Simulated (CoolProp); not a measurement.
n-nonane along the isotherm 524.4 K: density (kg/m³) from the reference equation and from simpler models built on Tc = 594.5 K, pc = 2.282 MPa, ω = 0.443; each cubic takes its own stable root.

Model: reference Helmholtz-energy equation of state, Lemmon 2006, in CoolProp. It is a short technical equation, of lower accuracy than the large ones.

```
p (MPa)   phase  reference  van der Waals  Redlich-Kwong  Peng-Robinson
-------  ------  ---------  -------------  -------------  -------------
0.878    liquid      497.8          31.66          33.37          457.3
1.76     liquid      504.3          280.2          382.8          469.0
2.63     liquid      509.9          294.2          396.5          478.7
3.51     liquid      515.0          304.4          407.7          487.3
4.39     liquid      519.6          312.4          417.2          494.9
5.27     liquid      523.9          319.0          425.5          501.7
6.14     liquid      527.8            ___          432.7          507.8
7.02     liquid      531.4          329.7            ___          513.5
7.9      liquid      534.9          334.1          445.4          518.8
8.78     liquid      538.2            ___          451.0          523.7
9.65     liquid      541.3          341.8          456.1          528.2
10.5     liquid      544.1          345.0          460.7            ___
11.4     liquid      547.0          348.2          465.3          536.5
```

Question: Some entries are withheld; supply them.

Answer: 
- 6.14, van der Waals: 324.7
- 7.02, Redlich-Kwong: 439.4
- 8.78, van der Waals: 338.1
- 10.5, Peng-Robinson: 532.4

At some of these states van der Waals, Redlich-Kwong gives the other phase, because its saturation line lies elsewhere.
